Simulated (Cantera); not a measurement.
Si + Br2 + N2 (silicon etching in halogen gases)

A closed system holds: 1 mol Si, 0.86 mol Br2, 47 mol N2, equilibrated at 0.133 bar.

These are equilibrium values from Cantera (NASA tables, ideal gas, pure condensed phases), not measurements of a reactor. Candidate condensed phases: Br2, Si, Si3N4; 13 gas species. N2 is the only nitrogen source here; it is nearly inert below about 1500 K, so the nitride shown seldom forms there in practice. The tables' values for SiBr3 are old estimates; treat these amounts as uncertain. The numbers say what is thermodynamically allowed, not how fast it happens.

From 750 K to 1650 K the condensed part is Si3N4(s). The main Si-bearing gas is SiBr4 at 750 K and SiBr2 at 1650 K.

```tsv
T (K)	x N2	x SiBr2	x SiBr4	x Br	n Si3N4(s)
750	0.991	3.62e-12	0.00914	2.04e-8	0.190
825	0.991	2.04e-10	0.00914	1.92e-7	0.190
900	0.991	5.83e-9	0.00914	1.24e-6	0.190
975	0.991	9.85e-8	0.00914	6.07e-6	0.190
1050	0.991	1.10e-6	0.00913	2.36e-5	0.190
1125	0.991	8.89e-6	0.00909	7.67e-5	0.190
1200	0.991	5.46e-5	0.00899	0.000215	0.190
1275	0.990	0.000266	0.00870	0.000531	0.189
1350	0.989	0.00105	0.00792	0.00117	0.184
1425	0.987	0.00329	0.00619	0.00228	0.170
1500	0.984	0.00760	0.00342	0.00379	0.140
1575	0.981	0.0119	0.00108	0.00516	0.113
1650	0.979	0.0137	0.000228	0.00602	0.102
```
x: gas mole fraction; n: condensed amount in mol.
